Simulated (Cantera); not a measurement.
A closed system holds: 1 mol SiH2Cl2, 2 mol N2, 37 mol H2, equilibrated at 100000 Pa.

Method: chemical equilibrium by Gibbs-energy minimisation in Cantera with the NASA 1993 tables (ideal gas, pure condensed phases). Candidate condensed phases: NH4Cl, Si, Si3N4; 28 gas species. Gases not in the tables: Si2H6 and higher silanes. Equilibrium is a limit: real reactors are often held back by kinetics, nucleation or transport.

Question: Which condensed phases are stable at each of these points (T (°C)): 1277, 1352, 1427, 1502, 1577, 1652, 1727?

Answer: 
```tsv
T (°C)	condensed phases	Si condensed (%)
1277	Si3N4(s)	99.0
1352	Si3N4(s)	97.7
1427	Si3N4(s)	95.2
1502	Si3N4(s)	90.9
1577	Si3N4(s)	84.5
1652	Si(l)	80.7
1727	Si(l)	81.4
```

From 1277 °C to 1577 °C the condensed part is Si3N4(s). From 1652 °C to 1727 °C the condensed part is Si(l).
